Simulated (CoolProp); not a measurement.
Saturated liquid density (kg/m³) of p-xylene: the reference equation beside estimates from Tc = 616.2 K, pc = 3.532 MPa, ω = 0.324. Rackett uses Z = 0.29056 − 0.08775 ω.

Values from CoolProp's reference Helmholtz-energy equation of state, Zhou 2012.

```tsv
T (K)	reference	Rackett	van der Waals	Redlich-Kwong	Peng-Robinson
448	715.2	703.3	407.6	587.6	702.8
460.7	701.1	689.0	399.5	573.1	687.4
473.4	686.5	674.2	391.0	557.9	670.9
486	671.4	658.9	382.2	542.1	653.3
498.7	655.4	642.8	372.9	525.2	634.2
511.4	638.4	625.7	362.9	507.3	___
524	620.5	607.8	352.5	488.4	591.2
536.7	601.1	588.5	341.1	468.0	566.5
549.4	___	___	328.8	445.9	539.2
562	556.4	544.7	315.3	421.9	508.9
574.7	529.4	___	300.0	394.8	474.0
587.4	496.7	487.7	282.2	363.6	432.8
600	453.7	448.1	260.0	325.5	381.6
```

**Question.** What belongs in the gaps?

**Answer.** 
- 511.4, Peng-Robinson: 613.5
- 549.4, reference: 579.9
- 549.4, Rackett: 567.6
- 574.7, Rackett: 518.6

Absolute difference from the reference over all 13 rows, mean and median: Rackett 1.9 and 1.9 %, van der Waals 43.1 and 43.2 %, Redlich-Kwong 22.0 and 21.3 %, Peng-Robinson 6.2 and 4.7 %.
